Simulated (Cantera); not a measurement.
# Adiabatic ignition

An adiabatic, constant-volume homogeneous reactor starts with H2 : O2 : N2 = 1 : 0.385 : 1.45 (molar parts), at 1275 K and 5.00 bar.

Model: GRI-Mech 3.0 (53 species, 325 reactions), integrated in Cantera. The hydrogen kinetics of GRI-Mech 3.0 are dated; newer H2 mechanisms differ, most at raised pressure. Above 3000 K some thermodynamic fits are extrapolated.

```json
[
 {"t (s)": "5.00e-6", "T (K)": "1276", "P (bar)": "5.00", "x H2": "0.352", "x O2": "0.136", "x NO": "2.93e-12", "x H2O": "0.000187", "x N2O": "5.64e-11"},
 {"t (s)": "1.69e-5", "T (K)": "3145", "P (bar)": "11.0", "x H2": "0.102", "x O2": "0.00334", "x NO": "0.00111", "x H2O": "0.271", "x N2O": "7.40e-7"},
 {"t (s)": "5.74e-5", "T (K)": "3135", "P (bar)": "11.0", "x H2": "0.104", "x O2": "0.00299", "x NO": "0.00435", "x H2O": "0.270", "x N2O": "8.25e-7"},
 {"t (s)": "0.000195", "T (K)": "3131", "P (bar)": "10.9", "x H2": "0.104", "x O2": "0.00287", "x NO": "0.00554", "x H2O": "0.269", "x N2O": "8.90e-7"},
 {"t (s)": "0.000660", "T (K)": "3131", "P (bar)": "10.9", "x H2": "0.104", "x O2": "0.00286", "x NO": "0.00554", "x H2O": "0.269", "x N2O": "8.91e-7"},
 {"t (s)": "0.00224", "T (K)": "3131", "P (bar)": "10.9", "x H2": "0.104", "x O2": "0.00286", "x NO": "0.00554", "x H2O": "0.269", "x N2O": "8.91e-7"},
 {"t (s)": "0.00758", "T (K)": "3131", "P (bar)": "10.9", "x H2": "0.104", "x O2": "0.00286", "x NO": "0.00554", "x H2O": "0.269", "x N2O": "8.91e-7"},
 {"t (s)": "0.0257", "T (K)": "3131", "P (bar)": "10.9", "x H2": "0.104", "x O2": "0.00286", "x NO": "0.00554", "x H2O": "0.269", "x N2O": "8.91e-7"},
 {"t (s)": "0.0871", "T (K)": "3131", "P (bar)": "10.9", "x H2": "0.104", "x O2": "0.00286", "x NO": "0.00554", "x H2O": "0.269", "x N2O": "8.91e-7"},
 {"t (s)": "0.295", "T (K)": "3131", "P (bar)": "10.9", "x H2": "0.104", "x O2": "0.00286", "x NO": "0.00554", "x H2O": "0.269", "x N2O": "8.91e-7"},
 {"t (s)": "1.00", "T (K)": "3131", "P (bar)": "10.9", "x H2": "0.104", "x O2": "0.00286", "x NO": "0.00554", "x H2O": "0.269", "x N2O": "8.91e-7"}
]
```
x: mole fraction; the columns are a selection and need not sum to one.

time of steepest temperature rise: 7.91 µs
temperature at 1.00 s: 3131 K
equilibrium temperature: 3131 K
x(H2) at 1.00 s: 0.104 (gas-phase equilibrium 0.104)
x(O2) at 1.00 s: 0.00286 (gas-phase equilibrium 0.00286)
x(NO) at 1.00 s: 0.00554 (gas-phase equilibrium 0.00554)
